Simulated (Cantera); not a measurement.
A perfectly stirred reactor is fed with 23.7 % H₂, 74.0 % O₂, 2.37 % H₂O, equivalence ratio 0.16, at 3.45 Torr; it is held at 1150 K, and followed from long to short residence time.

Model: GRI-Mech 3.0 (53 species, 325 reactions), integrated in Cantera. Radical loss at walls, strong at low pressure, is not modelled. The temperature is held fixed by assumption; the heat of reaction is taken as removed at once.

x: mole fraction; the columns are a selection and need not sum to one.

| τ (s) | x H₂ | x O₂ | x H | x H₂O | x O | x OH |
|---|---|---|---|---|---|---|
| 4.8 | 0.000900 | 0.701 | 0.000923 | 0.292 | 0.00324 | 0.00233 |
| 1.6 | 0.00181 | 0.697 | 0.00271 | 0.288 | 0.00661 | 0.00333 |
| 0.53 | ___ | 0.690 | ___ | 0.281 | ___ | ___ |
| 0.17 | 0.00678 | 0.675 | 0.0211 | 0.265 | 0.0255 | 0.00649 |
| 0.058 | 0.0113 | 0.655 | 0.0447 | 0.239 | 0.0416 | 0.00817 |
| 0.019 | 0.0174 | 0.637 | 0.0712 | 0.210 | 0.0546 | 0.00952 |
| 0.0064 | 0.0282 | 0.633 | 0.0850 | 0.187 | 0.0558 | 0.0107 |
| 0.0021 | 0.0546 | 0.645 | 0.0829 | 0.159 | 0.0460 | 0.0118 |
| 0.00070 | ___ | 0.677 | ___ | ___ | ___ | ___ |

Question: Fill in the missing entries.

Answer: 
- 0.53, x H₂: 0.00357
- 0.53, x H: 0.00777
- 0.53, x O: 0.0132
- 0.53, x OH: 0.00472
- 0.00070, x H₂: 0.116
- 0.00070, x H: 0.0574
- 0.00070, x H₂O: 0.110
- 0.00070, x O: 0.0280
- 0.00070, x OH: 0.0105
